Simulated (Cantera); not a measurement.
Input (Python, Cantera) and output of one run.

```python
import numpy as np
import cantera as ct

gas_names = """
    B BH BH2 BH3 BN B2 H H2 N NH NH2 NH3 N2 N2H2 N2H4
""".split()
cond_names = """
    B(b) B(L) BN(s)
""".split()


# ... load() reads the species with a 1 bar reference pressure and builds the phases ...
atoms = {
    'B': {'B': 1},
    'NH3': {'N': 1, 'H': 3},
}
top_T = {'BN(s)': 3200}  # K; cautious upper limits of use, not melting points


# ... equilibrate(T, P, feed) seeds the gas with the atoms and calls Mixture.equilibrate('TP', solver="vcs", rtol=1e-11, max_steps=5000) ...
results = []
feed = {'B': 1, 'NH3': 2.4}  # mol
T = 1623  # K
P = 1000  # Pa
mix = equilibrate(T, P, feed)
results.append((T, P, feed, dict(zip(mix.species_names, mix.species_moles))))
x = sorted(zip(gas.X, gas.species_names), reverse=True)
print(f"T = {T:g} K  P = {P:g} Pa  gas = {mix.phase_moles(0):.4g} mol")
print("   x: " + "  ".join(f"{s} {v:.3e}" for v, s in x if v > 1e-05))
print("   condensed (mol): " + ("  ".join(f"{mix.phase(i).name} {mix.phase_moles(i):.4g}"
      for i in range(1, mix.n_phases) if mix.phase_moles(i) > 1e-12) or "none"))
```

Output:

```
T = 1623 K  P = 1000 Pa  gas = 4.301 mol
   x: H2 8.366e-01  N2 1.627e-01  H 6.322e-04
   condensed (mol): BN(s) 1
```

Method: chemical equilibrium by Gibbs-energy minimisation in Cantera with the NASA 1993 tables (ideal gas, pure condensed phases).
